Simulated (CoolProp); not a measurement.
Vapour-liquid equilibrium of hydrogen sulfide (1) + propane (2) at 237.1 K; x and y are mole fractions of (1).

Model: multi-fluid Helmholtz-energy mixture model, Lemmon 2006 and Lemmon 2009; pair parameters Kunz 2012, in CoolProp.

### Question
Give the bubble pressure and the first vapour's composition at x = 0.05, 0.35, 0.45. Is there an azeotrope?

### Answer
x = 0.05: 0.1721 MPa, y = 0.262; x = 0.35: 0.2923 MPa, y = 0.648; x = 0.45: 0.3072 MPa, y = 0.686. y crosses x between x = 0.75 and 0.85: the model has an azeotrope there.

Pair parameters are fitted to limited data, so mixtures are less certain than the pure fluids. With so large a gap from Raoult's law the liquid may split in two, which this calculation doesn't test in full.
